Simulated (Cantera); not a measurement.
**Moist CO burnout**

An isothermal, constant-pressure homogeneous reactor starts with CO : O₂ : H₂O : N₂ = 0.0061 : 0.0027 : 0.061 : 1 (molar parts), at 1275 K and 4580 Torr.

Model: GRI-Mech 3.0 (53 species, 325 reactions), integrated in Cantera.

```
t (s)         x CO      x O₂   x H₂O     x NO    x H₂O₂       x O     x HO₂
--------  --------  --------  ------  -------  --------  --------  --------
5.00e-6    0.00570   0.00252  0.0570   <1e-12    <1e-12  5.33e-11  1.07e-11
1.66e-5    0.00570   0.00252  0.0570   <1e-12    <1e-12  1.21e-10  4.97e-11
5.52e-5    0.00570   0.00252  0.0570   <1e-12  1.34e-12  2.65e-10  5.13e-10
0.000183   0.00570   0.00252  0.0570   <1e-12  2.95e-11   1.36e-9   8.35e-9
0.000610   0.00569   0.00252  0.0570   <1e-12   8.15e-9   1.73e-7   1.20e-6
0.00203    0.00300   0.00142  0.0565  9.76e-9   2.23e-7   6.43e-6   3.86e-6
0.00673   0.000493  0.000184  0.0566  3.26e-8   3.62e-8   5.41e-7   5.14e-7
0.0224    0.000153   2.29e-5  0.0566  3.98e-8   2.64e-9   2.65e-8   5.95e-8
0.0743    0.000105   3.87e-6  0.0566  4.19e-8  2.07e-10   1.64e-9   7.84e-9
0.247      9.57e-5   8.09e-7  0.0566  4.22e-8  1.95e-11  1.33e-10  9.56e-10
0.820      9.36e-5   1.95e-7  0.0566  4.20e-8  1.81e-12  1.15e-11  9.66e-11
2.73       9.32e-5   5.06e-8  0.0566  4.17e-8    <1e-12  1.09e-12  8.88e-12
9.06       9.30e-5   1.08e-8  0.0566  4.13e-8    <1e-12    <1e-12    <1e-12
30.1       9.30e-5  4.98e-10  0.0566  4.06e-8    <1e-12    <1e-12    <1e-12
100        9.30e-5  5.18e-12  0.0566  3.84e-8    <1e-12    <1e-12    <1e-12
```
x: mole fraction; the columns are a selection and need not sum to one.

Equilibrium at this temperature and pressure: CO 9.30e-5, O₂ 5.12e-12, H₂O 0.0566, NO 1.81e-9, H₂O₂ <1e-12, O <1e-12, HO₂ <1e-12 (gas phase only).
